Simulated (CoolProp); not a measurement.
Hydrogen chloride along the isotherm 188.5 K: Z from the reference equation and from simpler models built on Tc = 324.7 K, pc = 83.14 bar, ω = 0.130; each cubic takes its own stable root.

Model: reference Helmholtz-energy equation of state, Thol 2018, in CoolProp.

| p (bar) | phase | reference | van der Waals | Peng-Robinson |
|---|---|---|---|---|
| 10.4 | liquid | 0.02041 | 0.03446 | 0.02054 |
| 20.8 | liquid | 0.04077 | 0.06873 | 0.04104 |
| 31.2 | liquid | 0.06109 | 0.1028 | ___ |
| 41.6 | liquid | 0.08136 | 0.1367 | 0.08190 |
| 52 | liquid | 0.1016 | 0.1705 | 0.1023 |
| 62.4 | liquid | ___ | 0.2040 | ___ |
| 72.7 | liquid | ___ | 0.2372 | ___ |
| 83.1 | liquid | 0.1618 | 0.2704 | 0.1630 |
| 93.5 | liquid | 0.1819 | 0.3036 | 0.1832 |
| 104 | liquid | 0.2021 | 0.3370 | 0.2036 |
| 114 | liquid | 0.2213 | 0.3686 | 0.2230 |
| 125 | liquid | 0.2424 | 0.4033 | 0.2442 |

**Question.** Complete the blanks.

**Answer.** 
- 31.2, Peng-Robinson: 0.06149
- 62.4, reference: 0.1218
- 62.4, Peng-Robinson: 0.1226
- 72.7, reference: 0.1417
- 72.7, Peng-Robinson: 0.1427
